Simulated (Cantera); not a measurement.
Feed: 1 mol Al2O3, 0.083 mol Cl2, equilibrated at 1675 K and 7.50 Torr.

These are equilibrium values from Cantera (NASA tables, ideal gas, pure condensed phases), not measurements of a reactor. Candidate condensed phases: Al, AlCl3, Al2O3; 17 gas species. The numbers say what is thermodynamically allowed, not how fast it happens.

Base state: Cl 0.760, Cl2 0.204, AlCl3 0.0207, O2 0.0154, ClO 0.000189, O 4.24e-5 (mole fractions); condensed: Al2O3(s).

Question: What changes in the equilibrium state with this change: temperature from 1675 K to 775 K?

Answer: 
```csv
species,before,after
Cl2,0.204,1.000
Cl,0.760,5.14e-5
AlCl3,0.0207,6.17e-7
O2,0.0154,4.63e-7
ClO,0.000189,<1e-9
O,4.24e-5,<1e-9
"Al2O3(s), mol",0.999,1.00
```
Condensed phases not in the tables: AlOCl.

Question: What changes in the equilibrium state with this change: pressure from 7.50 Torr to 100 Torr?

Answer: 
| species | before | after |
|---|---|---|
| Cl2 | 0.204 | 0.586 |
| Cl | 0.760 | 0.352 |
| AlCl3 | 0.0207 | 0.0353 |
| O2 | 0.0154 | 0.0262 |
| O | 4.24e-5 | 1.52e-5 |
| ClO | 0.000189 | 0.000419 |
| Al2O3(s), mol | 0.999 | 0.998 |

Question: What changes in the equilibrium state with this change: temperature from 1675 K to 1300 K?

Answer: 
```json
[
 {"species": "Cl2", "before": "0.204", "after": "0.877"},
 {"species": "Cl", "before": "0.760", "after": "0.116"},
 {"species": "AlCl3", "before": "0.0207", "after": "0.00406"},
 {"species": "O2", "before": "0.0154", "after": "0.00303"},
 {"species": "O", "before": "4.24e-5", "after": "9.74e-8"},
 {"species": "ClO", "before": "0.000189", "after": "2.10e-5"},
 {"species": "Al2O3(s), mol", "before": "0.999", "after": "1.000"}
]
```
